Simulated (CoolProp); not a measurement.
Saturation properties of octamethylcyclotetrasiloxane (D4) (Tc = 313.4 °C, pc = 13.47 bar, ω = 0.598).

Values from CoolProp's reference Helmholtz-energy equation of state, Thol 2015.

```csv
T (°C),p (bar),liquid cp (kJ/(kg K)),vapour Z,surface tension (mN/m)
118.55,0.1789,1.858,0.9788,11.2
129.65,0.2636,1.883,0.9716,10.5
140.65,0.3767,1.909,0.9629,9.71
151.75,0.5271,1.936,0.9524,8.96
162.75,0.7195,1.963,0.9401,8.23
173.75,0.9630,1.991,0.9259,7.51
184.85,1.270,2.020,0.9093,6.79
195.85,1.643,2.050,0.8905,6.10
```

It boils at 175.7 °C under 1 atm.

Surface tension comes from a separate correlation (Mulero 2014), older than this fluid's equation and unchecked against measurements.
